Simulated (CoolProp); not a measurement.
The fluid at 293.15 K and 0.22 MPa expands adiabatically to 0.0232 MPa with isentropic efficiency 0.85. The same conditions are run with several fluids, on thermodynamics alone (safety and materials aside).

Model: reference Helmholtz-energy equation of state of each fluid (isobutene: Lemmon 2005; R410A: Lemmon 2003; normal hydrogen: Leachman 2009), in CoolProp. Blends and air are pseudo-pure fits.

```csv
fluid,work (kJ/kg),final temperature (K),final density (kg/m³)
isobutene,…,…,0.666
R410A,53.1,…,…
normal hydrogen,…,171.2,…
```

Task: Fill in the missing entries.

Result: 
- isobutene, work (kJ/kg): 71.2
- isobutene, final temperature (K): 238.5
- R410A, final temperature (K): 218.0
- R410A, final density (kg/m³): 0.939
- normal hydrogen, work (kJ/kg): 1690
- normal hydrogen, final density (kg/m³): 0.0329
